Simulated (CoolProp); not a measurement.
Vapour-liquid equilibrium of propane (1) + cyclopropane (2) at 0.501 MPa; x and y are mole fractions of (1).

Model: multi-fluid Helmholtz-energy mixture model, Lemmon 2009 and Polt 1992; pair parameters Bell 2016, in CoolProp. This equation is an older, rougher fit; its heat capacities, sound speeds and derivatives of the liquid may be far off and weren't checked against measurements.

```tsv
x	bubble temperature (°C)	y at the bubble point	dew temperature at overall composition x (°C)	liquid density (mol/L)
0.05	10.9	0.077	11.3	14.99
0.15	8.9	0.213	9.8	14.62
0.25	7.3	0.331	8.4	14.26
0.35	5.9	0.435	7.0	13.91
0.45	4.7	0.528	5.7	13.57
0.55	3.8	0.614	4.5	13.24
0.65	3.0	0.696	3.4	12.93
0.75	2.4	0.778	2.6	12.63
0.85	2.0	0.861	2.1	12.34
0.95	1.8	0.951	1.8	12.07
```

No azeotrope shows between x = 0.05 and 0.95.

The pair parameters rest on a limited set of measurements; away from them the model extrapolates.
